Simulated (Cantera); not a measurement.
## Premixed flame

A freely propagating, adiabatic, planar premixed flame of 15.4 % CH₃OH, 17.7 % O₂, 66.9 % N₂, unburnt at 500 K and 180000 Pa; multicomponent+Soret transport, grid criteria slope 0.08 and curve 0.16, no radiation.

Cantera simulation using GRI-Mech 3.0 (53 species, 325 reactions); the numbers are that mechanism's predictions, not measurements. GRI-Mech 3.0 was tuned for natural gas; its chemistry of methanol as a main component is partial and can be far from experiment. Burning velocities carry a grid error of a few per cent, more on coarse grids.

```csv
z (mm),T (K),u (m/s),x CH₃OH,x O₂,x H₂O₂,x CO₂,x C₂H,x HO₂
-0.440,500,1.02,0.154,0.177,5.86e-7,5.14e-7,<1e-8,2.86e-7
-0.293,503,1.03,0.153,0.176,6.56e-6,8.12e-6,<1e-8,3.19e-6
-0.220,513,1.06,0.152,0.174,3.16e-5,5.25e-5,<1e-8,1.56e-5
-0.147,583,1.22,0.147,0.167,0.000205,0.000526,<1e-8,0.000112
-0.0733,945,2.05,0.111,0.134,0.00115,0.00494,<1e-8,0.000939
-0.0367,1318,2.98,0.0619,0.0959,0.00165,0.0117,<1e-8,0.00255
0,1705,4.02,0.00963,0.0553,0.000186,0.0226,<1e-8,0.00181
0.0367,1853,4.40,0.000143,0.0305,1.39e-6,0.0357,<1e-8,6.93e-5
0.0733,1906,4.51,5.93e-7,0.0167,5.74e-7,0.0478,<1e-8,1.38e-5
0.147,1969,4.63,<1e-8,0.00744,4.44e-7,0.0627,<1e-8,6.26e-6
0.293,2038,4.76,<1e-8,0.00407,3.02e-7,0.0717,<1e-8,3.43e-6
0.587,2105,4.90,<1e-8,0.00236,1.92e-7,0.0739,<1e-8,1.91e-6
1.17,2160,5.01,<1e-8,0.00114,1.11e-7,0.0745,<1e-8,8.81e-7
```
x: mole fraction of selected species; z is measured from the peak of heat release.

```
Property                     Value
------------------------  --------
laminar burning velocity  102 cm/s
thermal thickness         0.147 mm
peak x(H₂O₂)               0.00168
peak x(C₂H)                  <1e-8
peak x(HO₂)                0.00310
grid points                    141
```
